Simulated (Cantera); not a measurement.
## Low-pressure radical oxidation in H2/O2

An isothermal, constant-pressure homogeneous reactor starts with H2 : O2 : N2 = 0.048 : 1 : 2.5 (molar parts), at 1273 K and 5.10 Torr.

Detailed kinetics in Cantera: the H2/O2 subset of GRI-Mech 3.0, which has no nitrogen chemistry. Radical loss at walls, strong at low pressure, is not modelled.

```json
[
 {"t (s)": "7.00e-5", "x H2": "0.0135", "x O2": "0.282", "x H": "3.95e-10", "x H2O": "3.78e-12", "x O": "6.75e-11", "x H2O2": "<1e-12"},
 {"t (s)": "0.000337", "x H2": "0.0135", "x O2": "0.282", "x H": "1.38e-9", "x H2O": "3.03e-10", "x O": "1.13e-9", "x H2O2": "<1e-12"},
 {"t (s)": "0.00162", "x H2": "0.0135", "x O2": "0.282", "x H": "9.82e-9", "x H2O": "2.06e-8", "x O": "2.14e-8", "x H2O2": "8.31e-12"},
 {"t (s)": "0.00778", "x H2": "0.0134", "x O2": "0.282", "x H": "1.86e-5", "x H2O": "6.47e-5", "x O": "4.61e-5", "x H2O2": "2.03e-10"},
 {"t (s)": "0.0374", "x H2": "0.000211", "x O2": "0.271", "x H": "0.00177", "x H2O": "0.0119", "x O": "0.00961", "x H2O2": "9.25e-9"},
 {"t (s)": "0.180", "x H2": "0.000182", "x O2": "0.272", "x H": "0.00140", "x H2O": "0.0121", "x O": "0.00817", "x H2O2": "9.22e-9"},
 {"t (s)": "0.865", "x H2": "9.73e-5", "x O2": "0.274", "x H": "0.000517", "x H2O": "0.0128", "x O": "0.00416", "x H2O2": "8.51e-9"},
 {"t (s)": "4.16", "x H2": "1.58e-5", "x O2": "0.276", "x H": "3.24e-5", "x H2O": "0.0134", "x O": "0.000651", "x H2O2": "4.60e-9"},
 {"t (s)": "20.0", "x H2": "1.12e-6", "x O2": "0.277", "x H": "6.14e-7", "x H2O": "0.0136", "x O": "4.61e-5", "x H2O2": "9.24e-10"}
]
```
x: mole fraction; the columns are a selection and need not sum to one.

Equilibrium at this temperature and pressure: H2 1.68e-8, O2 0.277, H 1.13e-9, H2O 0.0136, O 6.91e-7, H2O2 2.62e-11 (gas phase only).
